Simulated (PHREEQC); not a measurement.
Model water analysis in mg/L, 55 °C, pH 2.89, pe 10.9:

```json
[
 {"constituent": "Na", "mg/L": "524"},
 {"constituent": "K", "mg/L": "43"},
 {"constituent": "Ca", "mg/L": "553"},
 {"constituent": "Mg", "mg/L": "103"},
 {"constituent": "Cl", "mg/L": "415"},
 {"constituent": "S(6) as SO4", "mg/L": "2340"},
 {"constituent": "Zn", "mg/L": "42.8"}
]
```

Na is adjusted to close the charge balance.
Valence states are taken as typed.

All values are PHREEQC results (ion-association model, wateq4f.dat), not measurements.

Precipitation was switched off in this run.

Q: Estimate the ionic strength.

A: ionic strength 0.0677 mol/kgw.

Q: In which forms is K present?

A: K+ 94 %, KSO4- 5.9 % of the K.

Away from 25 °C the constants follow the database's enthalpies or fits; those with neither stay at their 25 °C values.
